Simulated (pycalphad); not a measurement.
CALPHAD calculation (pycalphad, COST 507 light-alloy database (1999)), 1 atm. The data set is of 1999 and partly superseded. Phase fractions are per mole of atoms.

Q: Give the equilibrium state of Al-0.22Si-26.36C (at.%) at 950 K.

A: AL4C3, fraction 0.615, with 0.01 Si, 42.9 C at.%; liquid, fraction 0.385, with 0.55 Si, <0.01 C at.%.

Q: Give the equilibrium state of Al-0.22Si-26.36C (at.%) at 875 K.

A: AL4C3, fraction 0.584, with 0.01 Si, 42.9 C at.%; fcc, fraction 0.386, with 0.05 Si, <0.01 C at.%; AL8SIC7, fraction 0.031, with 6.2 Si, 43.8 C at.%.

Database names, with the compositions (at.%) that they take in these runs: AL4C3: Al 57 C 43; AL8SIC7: Al 50 C 44 Si 6.
